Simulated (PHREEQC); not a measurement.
# Alkaline etch or developer

Consider water at 81 °C with 0.00074 mol/kgw TMAH. Closed to the air; pH follows from the charge balance.

The numbers come from PHREEQC with the ion-association model, phreeqc.dat.

Precipitation was switched off in this run.

Problem. Estimate the pH.

Solution. pH 9.42.

Species that the database lacks are ignored. (CH3)4N+ isn't in the database: it is added as a free cation with an ion size of 4 Å. Constants without temperature data keep their 25 °C values here.
